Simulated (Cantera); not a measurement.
A freely propagating, adiabatic, planar premixed flame of 9.09 % CH4, 18.5 % O2, 72.4 % N2, equivalence ratio 0.98, unburnt at 325 K and 203 Torr; mixture-averaged transport, grid criteria slope 0.08 and curve 0.16, no radiation.

Model: GRI-Mech 3.0 (53 species, 325 reactions), integrated in Cantera. Burning velocities carry a grid error of a few per cent, more on coarse grids.

Q: Predict: laminar burning velocity; thermal thickness; peak x(H2O2); peak x(C2H4); peak x(CH3).

A: 
* **laminar burning velocity**: 57.3 cm/s
* **thermal thickness**: 1.31 mm
* **peak x(H2O2)**: 1.16e-5
* **peak x(C2H4)**: 0.000331
* **peak x(CH3)**: 0.00227
